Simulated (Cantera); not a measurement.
An isothermal plug-flow reactor at 750 K and 0.810 bar (inlet), inlet velocity 1.4 m/s, active area per volume 180 1/m; feed 0.863 % CO, 7.60 % O2, 91.0 % N2, 0.587 % H2O, equivalence ratio 0.057.

Detailed kinetics in Cantera: Deutschmann's 1995 Pt surface mechanism with GRI-Mech 3.0 gas chemistry. Catalytic surfaces can have several steady states; this one follows from the mechanism file's or the stated starting coverage. Mass transfer to the wall is taken as infinitely fast.

**Question.** Predict: x(CO) at z = 0.03 m; x(O2) at z = 0.03 m; x(H2O) at z = 0.03 m; x(CO2) at z = 0.03 m; θ(free Pt) at the exit; θ(O*) at the exit; θ(OH*) at the exit.

**Answer.** 
| Item | Value |
|---|---|
| x(CO) at z = 0.03 m | 0.00117 |
| x(O2) at z = 0.03 m | 0.0725 |
| x(H2O) at z = 0.03 m | 0.00589 |
| x(CO2) at z = 0.03 m | 0.00749 |
| θ(free Pt) at the exit | 0.0264 |
| θ(O*) at the exit | 0.972 |
| θ(OH*) at the exit | 0.00157 |
